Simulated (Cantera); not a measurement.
Charge: 1 mol c-C4F8, 0.62 mol F2, 0.45 mol H2, held at 2300 K.

Points: P (Pa) = 1, 5.2, 27, 140, 720, 3700, 19000, 100000.

Cantera's Mixture.equilibrate('TP', solver="vcs", rtol=1e-11, max_steps=5000) on the NASA tables stopped like this:

```
ERROR: FAILURE its = 5001!

*******************************************************************************
CanteraError thrown by MultiPhase::equilibrate:
VCS solver failed. Return code: -1
*******************************************************************************
```

Question: What got this run through?

Answer: Several could match; the one computed here: The failure is numerical, not chemical. The same input converged with solver="gibbs", rtol=1e-10, max_steps=50000, and the result passed a check of the equilibrium conditions:
```
log10 of partial pressures in bar; condensed amounts in mol
      P/Pa         F       CF4       CF2        HF       CF3        CF        C3         H     C(gr)
         1    -5.055   -12.753    -7.395    -6.017   -11.338    -6.833    -7.777    -7.916      3.77
       5.2    -4.347    -9.920    -5.979    -5.288    -9.214    -6.125    -7.777    -7.896     3.675
        27    -3.670    -7.212    -4.625    -4.543    -7.183    -5.448    -7.777    -7.828     3.136
       140    -3.080    -4.852    -3.445    -3.754    -5.412    -4.858    -7.777    -7.629     2.002
       720    -2.638    -3.087    -2.562    -2.913    -4.089    -4.417    -7.777    -7.228     1.294
      3700    -2.342    -1.901    -1.969    -2.073    -3.199    -4.120    -7.777    -6.686     1.441
   1.9e+04    -2.118    -1.007    -1.522    -1.294    -2.529    -3.897    -7.777    -6.130     1.667
     1e+05    -1.920    -0.212    -1.125    -0.543    -1.932    -3.698    -7.777    -5.577     1.797
```

The gas is ideal and each condensed phase is pure. The feed counts by its element totals alone. The tables' values for C2F4 are old estimates; treat these amounts as uncertain. Gases not in the tables: C2F6 and larger saturated fluorocarbons.
